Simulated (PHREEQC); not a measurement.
Dissolve 0.2 mol CdCl2, 3e-05 mol MgSO4 and 0.17 mol HCl per kg of water at 25 °C. Closed to the air; pH follows from the charge balance.

The numbers come from PHREEQC with the ion-association model, wateq4f.dat.

Each row changes one thing in this solution. No solid was allowed to form.

```json
[
 {"case": "as made", "pH": "0.88", "ionic strength (mol/kgw)": "0.325", "Cl- (mol/kgw)": "0.298", "CdCl+ (mol/kgw)": "0.111", "CdCl2 (mol/kgw)": "0.0630", "Cd+2 (mol/kgw)": "0.0147", "SI of CdOHCl (CdOHCl)": "-5.72", "SI of Cd(OH)2 (Cd(OH)2)": "-14.28"},
 {"case": "diluted 10-fold with water", "pH": "1.84", "ionic strength (mol/kgw)": "0.0487", "Cl- (mol/kgw)": "0.0421", "CdCl+ (mol/kgw)": "0.0120", "CdCl2 (mol/kgw)": "0.00139", "Cd+2 (mol/kgw)": "0.00658", "SI of CdOHCl (CdOHCl)": "-5.67", "SI of Cd(OH)2 (Cd(OH)2)": "-12.50"},
 {"case": "diluted 5-fold with water", "pH": "1.55", "ionic strength (mol/kgw)": "0.0870", "Cl- (mol/kgw)": "0.0776", "CdCl+ (mol/kgw)": "0.0257", "CdCl2 (mol/kgw)": "?", "Cd+2 (mol/kgw)": "0.00910", "SI of CdOHCl (CdOHCl)": "-5.65", "SI of Cd(OH)2 (Cd(OH)2)": "?"},
 {"case": "HCl from 0.17 to 0.255 mol/kgw", "pH": "0.71", "ionic strength (mol/kgw)": "0.393", "Cl- (mol/kgw)": "0.365", "CdCl+ (mol/kgw)": "0.103", "CdCl2 (mol/kgw)": "?", "Cd+2 (mol/kgw)": "0.0115", "SI of CdOHCl (CdOHCl)": "-5.92", "SI of Cd(OH)2 (Cd(OH)2)": "-14.74"},
 {"case": "MgSO4 left out", "pH": "0.88", "ionic strength (mol/kgw)": "0.325", "Cl- (mol/kgw)": "0.298", "CdCl+ (mol/kgw)": "0.111", "CdCl2 (mol/kgw)": "0.0630", "Cd+2 (mol/kgw)": "0.0147", "SI of CdOHCl (CdOHCl)": "-5.72", "SI of Cd(OH)2 (Cd(OH)2)": "-14.28"},
 {"case": "HCl from 0.17 to 0.034 mol/kgw", "pH": "1.57", "ionic strength (mol/kgw)": "0.224", "Cl- (mol/kgw)": "0.195", "CdCl+ (mol/kgw)": "0.122", "CdCl2 (mol/kgw)": "?", "Cd+2 (mol/kgw)": "0.0227", "SI of CdOHCl (CdOHCl)": "-4.98", "SI of Cd(OH)2 (Cd(OH)2)": "-12.68"},
 {"case": "CdCl2 from 0.2 to 0.04 mol/kgw", "pH": "0.87", "ionic strength (mol/kgw)": "0.207", "Cl- (mol/kgw)": "0.202", "CdCl+ (mol/kgw)": "?", "CdCl2 (mol/kgw)": "0.0102", "Cd+2 (mol/kgw)": "0.00429", "SI of CdOHCl (CdOHCl)": "-6.38", "SI of Cd(OH)2 (Cd(OH)2)": "-14.80"}
]
```

**Question.** What belongs in the gaps?

**Answer.** 
- diluted 5-fold with water, CdCl2 (mol/kgw): 0.00498
- diluted 5-fold with water, SI of Cd(OH)2 (Cd(OH)2): -13.01
- HCl from 0.17 to 0.255 mol/kgw, CdCl2 (mol/kgw): 0.0694
- HCl from 0.17 to 0.034 mol/kgw, CdCl2 (mol/kgw): 0.0492
- CdCl2 from 0.2 to 0.04 mol/kgw, CdCl+ (mol/kgw): 0.0242
